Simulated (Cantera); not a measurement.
A perfectly stirred reactor is fed with H₂ : O₂ : N₂ : H₂O = 0.66 : 0.806 : 3.15 : 0.17 (molar parts), at 4.44 atm; it is adiabatic with a 750 K inlet, and is followed from long to short residence time, starting on the burning branch (τ in s: 0.27, 0.11, 0.044, 0.018, 0.0073, 0.0029, 0.0012, 0.00048, 0.00019, 7.9e-05, 3.2e-05).

Detailed kinetics in Cantera: GRI-Mech 3.0 (53 species, 325 reactions). The hydrogen kinetics of GRI-Mech 3.0 are dated; newer H2 mechanisms differ, most at raised pressure.

Question: Predict: blow-out, bracketed by the residence times tried; x(H₂) at τ = 0.270 s; x(O₂) at τ = 0.270 s; x(H₂O) at τ = 0.270 s; x(O) at τ = 0.270 s; x(N₂O) at τ = 0.270 s; x(H₂) at τ = 2.90 ms; x(O₂) at τ = 2.90 ms; x(H₂O) at τ = 2.90 ms; x(O) at τ = 2.90 ms; x(N₂O) at τ = 2.90 ms.

Answer: 
```
Property                                                                          Result
------------------------------------------------  --------------------------------------
blow-out, bracketed by the residence times tried  burning at 32.0 µs, the shortest tried
x(H₂) at τ = 0.270 s                                                             2.06e-5
x(O₂) at τ = 0.270 s                                                               0.107
x(H₂O) at τ = 0.270 s                                                              0.186
x(O) at τ = 0.270 s                                                              1.71e-5
x(N₂O) at τ = 0.270 s                                                            3.65e-7
x(H₂) at τ = 2.90 ms                                                            0.000347
x(O₂) at τ = 2.90 ms                                                               0.106
x(H₂O) at τ = 2.90 ms                                                              0.185
x(O) at τ = 2.90 ms                                                             0.000172
x(N₂O) at τ = 2.90 ms                                                            1.94e-6
```
